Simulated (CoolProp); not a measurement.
Computed with CoolProp (reference Helmholtz-energy equation of state, de Reuck 1993).

**Question.** For methanol, give the phase and the viscosity (µPa s), conductivity (mW/(m K)) at 620 K and 0.548 MPa; 620 K and 1.12 MPa; 620 K and 4.74 MPa.

**Answer.** 
- 620 K and 0.548 MPa: gas; viscosity 20.4, conductivity 56.5
- 620 K and 1.12 MPa: gas; viscosity 20.4, conductivity 57.4
- 620 K and 4.74 MPa: gas; viscosity 20.6, conductivity 64.1

Viscosity comes from a separate model (Xiang 2006). Thermal conductivity comes from a separate model (Sykioti 2013).
